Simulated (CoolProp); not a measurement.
Values from CoolProp's reference Helmholtz-energy equation of state, Gao 2016.

Give the vapour pressure (bar), liquid density (kg/m³), enthalpy of vaporisation (kJ/kg), liquid cp (kJ/(kg K)) of saturated sulfur dioxide at 114.55 °C.


```tsv
T (°C)	p (bar)	liquid density (kg/m³)	enthalpy of vaporisation (kJ/kg)	liquid cp (kJ/(kg K))
114.55	37.1	1050	228	1.89
```
